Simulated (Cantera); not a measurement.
A perfectly stirred reactor is fed with CH4 : O2 : N2 = 1 : 3.08 : 11.6 (molar parts), equivalence ratio 0.65, at 620000 Pa; it is adiabatic with a 475 K inlet, and is followed from long to short residence time, starting on the burning branch (τ in s: 0.078, 0.032, 0.014, 0.0056, 0.0023, 0.00098, 0.00041, 0.00017, 7.1e-05).

Cantera simulation using GRI-Mech 3.0 (53 species, 325 reactions); the numbers are that mechanism's predictions, not measurements.

What does this change do: pressure from 620000 Pa to 1700000 Pa?


```
quantity                                                                       before                                after
------------------------------------------------  -----------------------------------  -----------------------------------
blow-out, bracketed by the residence times tried  burning at 0.170 ms, out at 71.0 µs  burning at 0.170 ms, out at 71.0 µs
x(CH4) at τ = 78.0 ms                                                         4.44e-6                              2.42e-6
x(O2) at τ = 78.0 ms                                                           0.0687                               0.0687
x(NO2) at τ = 78.0 ms                                                         1.57e-7                              3.54e-7
x(CO2) at τ = 78.0 ms                                                          0.0636                               0.0637
x(CO) at τ = 78.0 ms                                                         0.000123                              6.26e-5
x(CH4) at τ = 2.30 ms                                                         6.28e-5                              5.01e-5
x(O2) at τ = 2.30 ms                                                           0.0693                               0.0692
x(NO2) at τ = 2.30 ms                                                         7.89e-8                              8.99e-8
x(CO2) at τ = 2.30 ms                                                          0.0623                               0.0629
x(CO) at τ = 2.30 ms                                                          0.00129                             0.000773
```
The pressure lies above the range GRI-Mech 3.0 was tuned for (to about 10 atm).
